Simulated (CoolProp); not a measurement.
Properties of R404A along the isobar 16.7 bar.

Values from CoolProp's reference Helmholtz-energy equation of state, Lemmon 2003. It is a pseudo-pure fit of the blend.

```csv
T (°C),phase,density (kg/m³),Joule-Thomson coefficient (K/MPa),isothermal compressibility (1/MPa),Prandtl number
67.95,gas,71.23,12.87,0.7660,0.894
81.15,gas,66.20,(withheld),0.7306,0.864
94.25,gas,62.14,(withheld),0.7061,0.846
107.45,gas,58.70,8.608,0.6879,0.835
120.65,gas,55.74,7.684,0.6739,0.829
133.85,gas,53.15,6.909,0.6628,0.825
146.95,gas,50.86,6.255,0.6539,0.824
160.15,gas,48.80,(withheld),0.6465,0.824
173.35,gas,(withheld),(withheld),0.6404,0.825
186.55,gas,45.24,4.769,0.6351,0.827
199.75,gas,43.68,4.392,(withheld),0.829
212.85,gas,(withheld),4.060,0.6268,0.832
226.05,gas,40.92,3.761,0.6235,0.835
```

Some entries are withheld; supply them.


- 81.15, Joule-Thomson coefficient (K/MPa): 11.10
- 94.25, Joule-Thomson coefficient (K/MPa): 9.728
- 160.15, Joule-Thomson coefficient (K/MPa): 5.689
- 173.35, density (kg/m³): 46.94
- 173.35, Joule-Thomson coefficient (K/MPa): 5.198
- 199.75, isothermal compressibility (1/MPa): 0.6306
- 212.85, density (kg/m³): 42.25

Viscosity comes from a separate model (Geller 2000). Thermal conductivity comes from a separate model (Geller 2001).
